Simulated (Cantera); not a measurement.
Feed: 1 mol C2F6, 0.016 mol CH4, at 0.0170 bar.

Equilibrium computed with Cantera from the NASA thermochemical tables; the gas is ideal and each condensed phase is pure. Candidate condensed phases: C, C6H6, C7H8, C8H18; 110 gas species. Ions and electrons are included (thermal ionisation). The feed counts by its element totals alone. Equilibrium is a limit: real reactors are often held back by kinetics, nucleation or transport. All values below are at 3477 °C.

Base state: F 0.784, C 0.119, CF 0.0411, C3 0.0249, C2 0.0218, H 0.00514, HF 0.00370, CF2 0.000429 (mole fractions); condensed: gas only.

Q: What changes in the equilibrium state with this change: CH4 from 0.016 to 0.29 mol?

A: 
```json
[
 {"species": "F", "before": "0.784", "after": "0.651"},
 {"species": "C", "before": "0.119", "after": "0.121"},
 {"species": "H", "before": "0.00514", "after": "0.0892"},
 {"species": "HF", "before": "0.00370", "after": "0.0534"},
 {"species": "CF", "before": "0.0411", "after": "0.0349"},
 {"species": "C3", "before": "0.0249", "after": "0.0265"},
 {"species": "C2", "before": "0.0218", "after": "0.0228"},
 {"species": "H2", "before": "4.46e-7", "after": "0.000135"},
 {"species": "C2H", "before": "1.29e-5", "after": "0.000233"},
 {"species": "CH", "before": "1.73e-6", "after": "3.07e-5"},
 {"species": "CF2", "before": "0.000429", "after": "0.000302"},
 {"species": "C5", "before": "4.99e-5", "after": "5.55e-5"}
]
```
